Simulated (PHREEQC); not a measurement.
Nickel, zinc or cadmium bath: speciation

Dissolve 0.0012 mol/kgw CdSO4, 0.027 mol/kgw KCl and 0.0052 mol/kgw MnSO4 at 25 °C. Closed to the air; pH follows from the charge balance.

Model: ion-association model, wateq4f.dat, run in PHREEQC.

Precipitation was switched off in this run.

### Question
Predict the pH.

### Answer
pH 6.36.

### Question
In which forms is S present?

### Answer
SO4-2 78 %, MnSO4 13 %, KSO4- 6.7 %, CdSO4 2.3 % of the S.

Species that the database lacks are ignored.
